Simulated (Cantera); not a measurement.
A perfectly stirred reactor is fed with H2 : O2 : N2 = 1 : 0.877 : 5.26 (molar parts), equivalence ratio 0.57, at 3.30 bar; it is adiabatic with a 700 K inlet, and is followed from long to short residence time, starting on the burning branch (τ in s: 0.046, 0.023, 0.012, 0.0058, 0.0029, 0.0015, 0.00074, 0.00037, 0.00019, 9.3e-05, 4.7e-05, 2.3e-05, 1.2e-05).

Computed with Cantera and the H2/O2 subset of GRI-Mech 3.0, which has no nitrogen chemistry. The hydrogen kinetics of GRI-Mech 3.0 are dated; newer H2 mechanisms differ, most at raised pressure.

Question: Predict: blow-out, bracketed by the residence times tried; x(H2) at τ = 46.0 ms; x(O2) at τ = 46.0 ms; x(O) at τ = 46.0 ms; x(H2O2) at τ = 46.0 ms; x(HO2) at τ = 46.0 ms; x(H2) at τ = 0.740 ms; x(O2) at τ = 0.740 ms; x(O) at τ = 0.740 ms; x(H2O2) at τ = 0.740 ms; x(HO2) at τ = 0.740 ms.

Answer: 
- blow-out, bracketed by the residence times tried: burning at 12.0 µs, the shortest tried
- x(H2) at τ = 46.0 ms: 0.000106
- x(O2) at τ = 46.0 ms: 0.0566
- x(O) at τ = 46.0 ms: 5.21e-5
- x(H2O2) at τ = 46.0 ms: 1.51e-7
- x(HO2) at τ = 46.0 ms: 2.03e-6
- x(H2) at τ = 0.740 ms: 0.00155
- x(O2) at τ = 0.740 ms: 0.0565
- x(O) at τ = 0.740 ms: 0.000757
- x(H2O2) at τ = 0.740 ms: 8.45e-7
- x(HO2) at τ = 0.740 ms: 2.25e-5
